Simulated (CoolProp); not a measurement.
Vapour-liquid equilibrium of propylene (1) + R115 (2) at 47.65 °C; x and y are mole fractions of (1).

Computed with CoolProp (multi-fluid Helmholtz-energy mixture model, Lemmon 2013 and Lemmon 2016; pair parameters Bell 2016).

Give the bubble pressure and the first vapour's composition at x = 0.5, 0.65, 0.725. Is there an azeotrope?

x = 0.5: 20.81 bar, y = 0.542; x = 0.65: 21.25 bar, y = 0.659; x = 0.725: 21.26 bar, y = 0.718. y crosses x between x = 0.65 and 0.725: the model has an azeotrope there.

The pair parameters rest on a limited set of measurements; away from them the model extrapolates.
